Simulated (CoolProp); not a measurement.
Vapour-liquid equilibrium of propane (1) + m-xylene (2) at 151 kPa; x and y are mole fractions of (1).

The numbers come from the multi-fluid Helmholtz-energy mixture model, Lemmon 2009 and Zhou 2012; pair parameters Bell 2016 in CoolProp.

```json
[
 {"x": "0.05", "bubble temperature, mixture model (°C)": "64.0", "bubble temperature, Raoult's law (°C)": "74.0", "y, mixture model": "0.947", "y, Raoult's law": "0.925"},
 {"x": "0.2", "bubble temperature, mixture model (°C)": "2.4", "bubble temperature, Raoult's law (°C)": "16.0", "y, mixture model": "0.998", "y, Raoult's law": "0.997"},
 {"x": "0.35", "bubble temperature, mixture model (°C)": "-12.8", "bubble temperature, Raoult's law (°C)": "-3.1", "y, mixture model": "1.000", "y, Raoult's law": "0.999"},
 {"x": "0.5", "bubble temperature, mixture model (°C)": "-20.1", "bubble temperature, Raoult's law (°C)": "-14.0", "y, mixture model": "1.000", "y, Raoult's law": "1.000"},
 {"x": "0.65", "bubble temperature, mixture model (°C)": "-24.6", "bubble temperature, Raoult's law (°C)": "-21.4", "y, mixture model": "1.000", "y, Raoult's law": "1.000"},
 {"x": "0.8", "bubble temperature, mixture model (°C)": "-28.1", "bubble temperature, Raoult's law (°C)": "-27.0", "y, mixture model": "1.000", "y, Raoult's law": "1.000"},
 {"x": "0.95", "bubble temperature, mixture model (°C)": "-31.4", "bubble temperature, Raoult's law (°C)": "-31.4", "y, mixture model": "1.000", "y, Raoult's law": "1.000"}
]
```

The largest gap from Raoult's law is -13.6 K in bubble temperature, at x = 0.2. No azeotrope shows between x = 0.05 and 0.95.

The pair parameters rest on a limited set of measurements; away from them the model extrapolates. With so large a gap from Raoult's law the liquid may split in two, which this calculation doesn't test in full.
